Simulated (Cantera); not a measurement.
What does this Cantera script print?

```python
import numpy as np
import cantera as ct

gas_names = """
    O2 SO2
""".split()
cond_names = """
    Mg(L) MgO(s) MgS(s) MgSO4(L)
""".split()


def load(file, names, dense=False):
    # The tables refer to 1 bar. Condensed volumes are neglected.
    table = {s.name: s for s in ct.Species.list_from_file(file)}
    out = []
    for n in names:
        d = dict(table[n].input_data)
        d["thermo"] = dict(d["thermo"], **{"reference-pressure": 1e5})
        if dense:
            d["equation-of-state"] = {"model": "constant-volume", "density": "1e6 g/cm^3"}
        out.append(ct.Species.from_dict(d))
    return out


species = {s.name: s for s in load("nasa_gas.yaml", gas_names) + load("nasa_condensed.yaml", cond_names)}
T = 1600
g = {n: (s.thermo.h(T) - T * s.thermo.s(T)) / (ct.gas_constant * T * np.log(10)) for n, s in species.items()}
valid = cond_names  # the entries whose range holds T


def stable(la, lb):
    # potentials (over RT ln 10) of the two non-metals from log10 p(O2) and log10 p(SO2) in bar
    mu = {}
    mu["O"] = (g["O2"] + la) / 2
    mu["S"] = (g["SO2"] + lb - 2 * mu["O"]) / 1
    cost = {}
    for n in valid:
        c = species[n].composition
        cost[n] = (g[n] - sum(c.get(e, 0) * m for e, m in mu.items())) / c["Mg"]
    return min(cost, key=cost.get)


results = []
for lb in [0, -1.5, -3, -4.5, -6, -7.5, -9, -10.5, -12]:
    row = [stable(la, lb) for la in [-12, -11.1, -10.3, -9.4, -8.6, -7.7, -6.9, -6, -5.1, -4.3, -3.4, -2.6, -1.7, -0.9, 0]]
    results.append(row)
    print(f"{lb:6.1f}  " + " ".join(f"{valid.index(n):x}" for n in row))
print("key: " + ", ".join(f"{i:x} {n}" for i, n in enumerate(valid)))
```

Result:

```
   0.0  2 2 2 2 1 1 1 1 1 1 1 1 1 1 1
  -1.5  2 2 2 1 1 1 1 1 1 1 1 1 1 1 1
  -3.0  2 2 1 1 1 1 1 1 1 1 1 1 1 1 1
  -4.5  1 1 1 1 1 1 1 1 1 1 1 1 1 1 1
  -6.0  1 1 1 1 1 1 1 1 1 1 1 1 1 1 1
  -7.5  1 1 1 1 1 1 1 1 1 1 1 1 1 1 1
  -9.0  1 1 1 1 1 1 1 1 1 1 1 1 1 1 1
 -10.5  1 1 1 1 1 1 1 1 1 1 1 1 1 1 1
 -12.0  1 1 1 1 1 1 1 1 1 1 1 1 1 1 1
key: 0 Mg(L), 1 MgO(s), 2 MgS(s), 3 MgSO4(L)
```

Cantera with NASA thermochemical tables; ideal gases at 1 bar, condensed phases pure. Part of the grid cannot be reached: there another gas would pass 10 bar, or a non-metal would condense.
